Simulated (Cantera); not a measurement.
A perfectly stirred reactor is fed with CH₄ : H₂ : N₂ = 0.018 : 1 : 0.00034 (molar parts), at 0.0110 bar; it is held at 2450 K, and followed from long to short residence time.

Model: GRI-Mech 3.0 (53 species, 325 reactions), integrated in Cantera. GRI-Mech 3.0 stops at C3 and has no aromatics, soot or wall deposition, so with more carbon than oxygen in the feed, carbon stays in small species such as C2H2 where larger ones or solid carbon would form. Radical loss at walls, strong at low pressure, is not modelled.

x: mole fraction; the columns are a selection and need not sum to one.

```json
[
 {"τ (s)": "2.3", "x CH₄": "[?]", "x H₂": "0.852", "x C₂H": "8.37e-5", "x C₂H₄": "9.63e-8", "x CH₃": "3.01e-5"},
 {"τ (s)": "0.90", "x CH₄": "[?]", "x H₂": "0.886", "x C₂H": "6.18e-5", "x C₂H₄": "1.73e-7", "x CH₃": "7.08e-5"},
 {"τ (s)": "0.35", "x CH₄": "[?]", "x H₂": "0.921", "x C₂H": "3.99e-5", "x C₂H₄": "4.34e-7", "x CH₃": "0.000181"},
 {"τ (s)": "0.13", "x CH₄": "[?]", "x H₂": "0.943", "x C₂H": "2.61e-5", "x C₂H₄": "1.27e-6", "x CH₃": "0.000416"},
 {"τ (s)": "0.051", "x CH₄": "[?]", "x H₂": "0.954", "x C₂H": "1.83e-5", "x C₂H₄": "3.59e-6", "x CH₃": "0.000798"},
 {"τ (s)": "0.020", "x CH₄": "[?]", "x H₂": "0.961", "x C₂H": "1.24e-5", "x C₂H₄": "9.90e-6", "x CH₃": "0.00140"},
 {"τ (s)": "0.0076", "x CH₄": "[?]", "x H₂": "0.965", "x C₂H": "6.94e-6", "x C₂H₄": "2.44e-5", "x CH₃": "0.00225"}
]
```

Complete the blanks.


- 2.3, x CH₄: 1.02e-5
- 0.90, x CH₄: 3.31e-5
- 0.35, x CH₄: 0.000132
- 0.13, x CH₄: 0.000452
- 0.051, x CH₄: 0.00116
- 0.020, x CH₄: 0.00262
- 0.0076, x CH₄: 0.00543
